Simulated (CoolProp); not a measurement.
Computed with CoolProp (reference Helmholtz-energy equation of state, Marx 1992).

**Question.** Give the vapour pressure (MPa), vapour density (kg/m³), enthalpy of vaporisation (kJ/kg), liquid cp (kJ/(kg K)) of saturated R113 at 94.85, 137.05 °C.

**Answer.** 
```json
[
 {"T (°C)": "94.85", "p (MPa)": "0.386", "vapour density (kg/m³)": "26.5", "enthalpy of vaporisation (kJ/kg)": "128", "liquid cp (kJ/(kg K))": "0.998"},
 {"T (°C)": "137.05", "p (MPa)": "0.959", "vapour density (kg/m³)": "66.3", "enthalpy of vaporisation (kJ/kg)": "108", "liquid cp (kJ/(kg K))": "1.08"}
]
```
